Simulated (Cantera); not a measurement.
Input: 1 mol Si₃N₄, 0.053 mol CO₂, 8.8 mol H₂, equilibrated at 36.0 mbar.

Cantera equilibrium calculation (NASA polynomials, part measured and part estimated; ideal gas, pure solids and liquids). Candidate condensed phases: C, C₆H₆, C₇H₈, C₈H₁₈, H₂O, Si, SiC, SiO₂, Si₂N₂O, Si₃N₄; 151 gas species. Mutual solubility and eutectic melting of coexisting phases are not modelled. Gases not in the tables: Si₂H₆ and higher silanes. Equilibrium is a limit: real reactors are often held back by kinetics, nucleation or transport.

### Question
Which condensed phases are stable at each of these points (T (°C)): 800, 875, 950, 1025, 1100, 1175, 1250, 1325, 1400, 1475, 1550, 1625?

### Answer
| T (°C) | condensed phases | Si condensed (%) |
|---|---|---|
| 800 | C(graphite) + Si₂N₂O(s) + Si₃N₄(s) | 100.0 |
| 875 | C(graphite) + Si₂N₂O(s) + Si₃N₄(s) | 100.0 |
| 950 | SiC(s) + Si₂N₂O(s) + Si₃N₄(s) | 100.0 |
| 1025 | SiC(s) + Si₂N₂O(s) + Si₃N₄(s) | 100.0 |
| 1100 | SiC(s) + Si₂N₂O(s) + Si₃N₄(s) | 100.0 |
| 1175 | SiC(s) + Si₂N₂O(s) + Si₃N₄(s) | 100.0 |
| 1250 | SiC(s) + Si₂N₂O(s) + Si₃N₄(s) | 100.0 |
| 1325 | SiC(s) + Si₂N₂O(s) + Si₃N₄(s) | 99.9 |
| 1400 | Si(s) + SiC(s) + Si₂N₂O(s) + Si₃N₄(s) | 99.7 |
| 1475 | Si(l) + SiC(s) + Si₂N₂O(s) + Si₃N₄(s) | 98.7 |
| 1550 | Si(l) + SiC(s) | 96.8 |
| 1625 | Si(l) + SiC(s) | 96.8 |

From 800 °C to 875 °C the condensed part is C(graphite) + Si₂N₂O(s) + Si₃N₄(s). From 950 °C to 1325 °C the condensed part is SiC(s) + Si₂N₂O(s) + Si₃N₄(s). At 1400 °C the condensed part is Si(s) + SiC(s) + Si₂N₂O(s) + Si₃N₄(s). At 1475 °C the condensed part is Si(l) + SiC(s) + Si₂N₂O(s) + Si₃N₄(s). From 1550 °C to 1625 °C the condensed part is Si(l) + SiC(s).
